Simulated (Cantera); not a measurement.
A closed system holds: 1 mol FeCl3, 42 mol N2, at 0.0110 bar.

Cantera equilibrium calculation (NASA polynomials, part measured and part estimated; ideal gas, pure solids and liquids). Candidate condensed phases: Fe, FeCl2, FeCl3; 10 gas species. Rates play no part. All values below are at 1827 °C.

Base state: N2 0.952, Cl 0.0251, FeCl2 0.0214, Fe 0.00120, FeCl 4.23e-5 (mole fractions); condensed: gas only.

Problem. What changes in the equilibrium state with this change: N2 from 42 to 290 mol?

Solution. 
| species | before | after |
|---|---|---|
| N2 | 0.952 | 0.990 |
| Cl | 0.0251 | 0.00651 |
| FeCl2 | 0.0214 | 0.00186 |
| FeCl | 4.23e-5 | 1.41e-5 |
| Fe | 0.00120 | 0.00154 |
